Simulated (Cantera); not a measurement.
A perfectly stirred reactor is fed with 3.37 % CH4, 3.37 % C2H6, 0.169 % C3H8, 19.6 % O2, 73.5 % N2, equivalence ratio 0.99, at 1100000 Pa; it is adiabatic with a 748 K inlet, and is followed from long to short residence time, starting on the burning branch (τ in s: 0.13, 0.047, 0.017, 0.0061, 0.0022, 0.00079, 0.00029, 0.0001, 3.7e-05, 1.4e-05).

Model: GRI-Mech 3.0 (53 species, 325 reactions), integrated in Cantera.

x: mole fraction; the columns are a selection and need not sum to one.

```tsv
τ (s)	T (K)	x CH4	x C2H6	x C3H8	x CO	x CH2
0.13	2536	8.34e-8	[?]	4.29e-10	0.0140	9.04e-9
0.047	2536	2.29e-7	[?]	1.18e-9	0.0140	2.49e-8
0.017	2536	6.18e-7	[?]	3.24e-9	0.0141	6.81e-8
0.0061	2534	1.64e-6	[?]	8.85e-9	0.0143	1.85e-7
0.0022	2528	4.17e-6	[?]	2.37e-8	0.0150	4.83e-7
0.00079	2512	1.00e-5	[?]	6.21e-8	0.0166	1.20e-6
0.00029	2479	2.21e-5	[?]	1.53e-7	0.0196	2.69e-6
0.00010	2423	4.94e-5	[?]	3.82e-7	0.0243	5.82e-6
3.7e-5	2350	0.000111	[?]	8.94e-7	0.0303	1.15e-5
1.4e-5	2256	0.000285	[?]	2.27e-6	0.0384	2.31e-5
```

Problem. What belongs in the gaps?

Solution. 
- 0.13, x C2H6: 6.00e-9
- 0.047, x C2H6: 1.66e-8
- 0.017, x C2H6: 4.55e-8
- 0.0061, x C2H6: 1.26e-7
- 0.0022, x C2H6: 3.44e-7
- 0.00079, x C2H6: 9.50e-7
- 0.00029, x C2H6: 2.56e-6
- 0.00010, x C2H6: 7.22e-6
- 3.7e-5, x C2H6: 1.90e-5
- 1.4e-5, x C2H6: 5.28e-5
